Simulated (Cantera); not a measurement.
A Cantera script and what it prints.

```python
import numpy as np
import cantera as ct

gas_names = [...]  # 113 gases of nasa_gas.yaml made of C, Cu, H, O
cond_names = """
    C(gr) C6H6(L) C7H8(L) C8H18(L),n-octa Cu(cr) Cu(L) CuO(s) CuO2H2(s) Cu2O(s) Cu2O(L) H2O(s) H2O(L)
""".split()


# ... load() reads the species with a 1 bar reference pressure and builds the phases ...
atoms = {
    'CuO': {'Cu': 1, 'O': 1},
    'CH4': {'C': 1, 'H': 4},
    'H2': {'H': 2},
    'C': {'C': 1},
}
top_T = {'C(gr)': 4500, 'CuO(s)': 1390}  # K; cautious upper limits of use, not melting points


# ... equilibrate(T, P, feed) seeds the gas with the atoms and calls Mixture.equilibrate('TP', solver="vcs", rtol=1e-11, max_steps=5000) ...
results = []
feed = {'CuO': 1, 'CH4': 0.97, 'H2': 1.6, 'C': 1.4}  # mol
P = 101325  # Pa
for T in [1300, 1350, 1400, 1450, 1500, 1550, 1600, 1650]:
    mix = equilibrate(T, P, feed)
    results.append((T, P, feed, dict(zip(mix.species_names, mix.species_moles))))

top = {s: max(r[3][s] / sum(r[3][g] for g in gas_names) for r in results) for s in gas_names}
cols = sorted((s for s in top if top[s] > 1e-06), key=lambda s: -top[s])[:5]
seen = [c for c in cond_names if any(r[3].get(c, 0) > 1e-12 for r in results)]
print("log10 of partial pressures in bar; condensed amounts in mol")
print(f"{'T/K':>10s}" + "".join(f"{s[:9]:>10s}" for s in cols + seen))
for T, P, feed, n in results:
    ng = sum(n[g] for g in gas_names)
    print(f"{T:10.4g}" + "".join(f"{np.log10(max(n[s] / ng * P / 1e5, 1e-99)):10.3f}" for s in cols)
          + "".join(f"{n.get(c, 0):10.4g}" for c in seen))
```

It prints:

```
log10 of partial pressures in bar; condensed amounts in mol
       T/K        H2        CO       CH4       H2O       CO2     C(gr)    Cu(cr)     Cu(L)
      1300    -0.106    -0.653    -2.316    -2.798    -3.591     1.357         1         0
      1350    -0.105    -0.652    -2.449    -2.998    -3.839     1.359         1         0
      1400    -0.104    -0.651    -2.573    -3.185    -4.069     1.361         0         1
      1450    -0.104    -0.651    -2.689    -3.358    -4.282     1.363         0         1
      1500    -0.103    -0.651    -2.797    -3.520    -4.480     1.364         0         1
      1550    -0.103    -0.651    -2.898    -3.671    -4.666     1.365         0    0.9999
      1600    -0.103    -0.651    -2.993    -3.813    -4.839     1.366         0    0.9998
      1650    -0.103    -0.651    -3.083    -3.946    -5.001     1.367         0    0.9996
```

Equilibrium computed with Cantera from the NASA thermochemical tables; the gas is ideal and each condensed phase is pure.
